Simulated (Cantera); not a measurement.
A Cantera script and what it prints.

```python
import numpy as np
import cantera as ct

gas_names = """
    Cu CuO Cu2 H HNO HNO2 HNO3 HO2 H2 H2O H2O2 N NH NH2 NH3 NH2OH NO NO2 NO3 N2 N2H2 N2H4 N2O O OH O2 O3
""".split()
cond_names = """
    Cu(cr) Cu(L) CuO(s) CuO2H2(s) Cu2O(s) Cu2O(L) H2O(s) H2O(L)
""".split()


# ... load() reads the species with a 1 bar reference pressure and builds the phases ...
atoms = {
    'Cu2O': {'Cu': 2, 'O': 1},
    'H2': {'H': 2},
    'N2': {'N': 2},
}
top_T = {'CuO(s)': 1390}  # K; cautious upper limits of use, not melting points


# ... equilibrate(T, P, feed) seeds the gas with the atoms and calls Mixture.equilibrate('TP', solver="vcs", rtol=1e-11, max_steps=5000) ...
results = []
feed = {'Cu2O': 1, 'H2': 400, 'N2': 0.43}  # mol
T = 1123.15  # K
P = 620000  # Pa
mix = equilibrate(T, P, feed)
results.append((T, P, feed, dict(zip(mix.species_names, mix.species_moles))))
x = sorted(zip(gas.X, gas.species_names), reverse=True)
print(f"T = {T:g} K  P = {P:g} Pa  gas = {mix.phase_moles(0):.4g} mol")
print("   x: " + "  ".join(f"{s} {v:.3e}" for v, s in x if v > 0.0001))
print("   condensed (mol): " + ("  ".join(f"{mix.phase(i).name} {mix.phase_moles(i):.4g}"
      for i in range(1, mix.n_phases) if mix.phase_moles(i) > 1e-12) or "none"))
```

It prints:

```
T = 1123.15 K  P = 620000 Pa  gas = 400.4 mol
   x: H2 9.964e-01  H2O 2.497e-03  N2 1.046e-03
   condensed (mol): Cu(cr) 2
```

Method: chemical equilibrium by Gibbs-energy minimisation in Cantera with the NASA 1993 tables (ideal gas, pure condensed phases).
